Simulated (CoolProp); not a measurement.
Vapour-liquid equilibrium of CH2F2 (R32) (1) + R125 (2) at 194.6 K; x and y are mole fractions of (1).

Values from CoolProp's multi-fluid Helmholtz-energy mixture model, Tillner-Roth 1997 and Lemmon 2005; pair parameters Lemmon 2004.

Problem. Give the bubble pressure and the first vapour's composition at x = 0.05, 0.35, 0.85. Is there an azeotrope?

Solution. x = 0.05: 0.1735 bar, y = 0.063; x = 0.35: 0.1890 bar, y = 0.411; x = 0.85: 0.2065 bar, y = 0.858. y crosses x between x = 0.85 and 0.95: the model has an azeotrope there.

Pair parameters are fitted to limited data, so mixtures are less certain than the pure fluids.
